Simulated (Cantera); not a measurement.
Input: 1 mol FeS2, 4.1 mol H2, 11 mol N2, held at 1373.15 K and 0.00133 bar.

Cantera equilibrium calculation (NASA polynomials, part measured and part estimated; ideal gas, pure solids and liquids). Candidate condensed phases: Fe, FeS, FeS2, S; 16 gas species. FeS: taken at fixed stoichiometry. Kinetics and transport are ignored.

Base state: N2 0.709, H2 0.253, S2 0.0265, H2S 0.0107, SH 0.000765, H 4.60e-5, S 3.64e-5 (mole fractions); condensed: FeS(s).

### Question
What changes in the equilibrium state with this change: H2 from 4.1 to 54 mol?

### Answer
```csv
species,before,after
H2,0.253,0.818
N2,0.709,0.169
H2S,0.0107,0.0103
S2,0.0265,0.00233
S,3.64e-5,1.08e-5
SH,0.000765,0.000408
H,4.60e-5,8.27e-5
"FeS(s), mol",1.000,1.000
```
